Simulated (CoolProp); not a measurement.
Vapour-liquid equilibrium of n-pentane (1) + toluene (2) at 296.2 K; x and y are mole fractions of (1).

The numbers come from the multi-fluid Helmholtz-energy mixture model, Thol 2019 and Lemmon 2006; pair parameters Bell 2016 in CoolProp.

| x | bubble pressure (kPa) | y at the bubble point | dew pressure at overall composition x (kPa) | liquid density (mol/L) |
|---|---|---|---|---|
| 0.05 | 8.460 | 0.612 | 3.608 | 9.345 |
| 0.15 | 17.05 | 0.825 | 4.018 | 9.280 |
| 0.25 | 24.15 | 0.887 | 4.534 | 9.213 |
| 0.35 | 30.21 | 0.919 | 5.201 | 9.144 |
| 0.45 | 35.59 | 0.939 | 6.097 | 9.073 |
| 0.55 | 40.57 | 0.953 | 7.365 | 8.999 |
| 0.65 | 45.38 | 0.965 | 9.296 | 8.923 |
| 0.75 | 50.22 | 0.976 | 12.58 | 8.845 |
| 0.85 | 55.26 | 0.985 | 19.37 | 8.763 |
| 0.95 | 60.66 | 0.995 | 39.37 | 8.679 |

No azeotrope shows between x = 0.05 and 0.95.

The pair parameters rest on a limited set of measurements; away from them the model extrapolates.
